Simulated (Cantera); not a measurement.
Charge: 1 mol Cu2O, 5.5 mol H2, at 1148.15 K and 0.100 bar.

Method: chemical equilibrium by Gibbs-energy minimisation in Cantera with the NASA 1993 tables (ideal gas, pure condensed phases). Candidate condensed phases: Cu, CuO, Cu(OH)2, Cu2O, H2O; 12 gas species. Kinetics and transport are ignored.

Base state: H2 0.818, H2O 0.182 (mole fractions); condensed: Cu(s).

What changes in the equilibrium state with this change: Cu2O replaced by Cr2O3?


```csv
species,before,after
H2,0.818,1.000
H2O,0.182,5.83e-5
"Cu(s), mol",2.00,0
"Cr(s), mol",0,0.000214
"Cr2O3(s), mol",0,1.000
```
Mutual solubility and eutectic melting of coexisting phases are not modelled. Further candidate phases: Cr, Cr2O3.

What changes in the equilibrium state with this change: temperature from 1148.15 K to 1998.15 K?


```tsv
species	before	after
H2	0.818	0.779
H2O	0.182	0.174
Cu	2.73e-8	0.0423
Cu2	<1e-9	0.000174
OH	<1e-9	9.94e-5
H	2.06e-7	0.00448
Cu(s), mol	2.00	0
Cu(l), mol	0	1.75
```
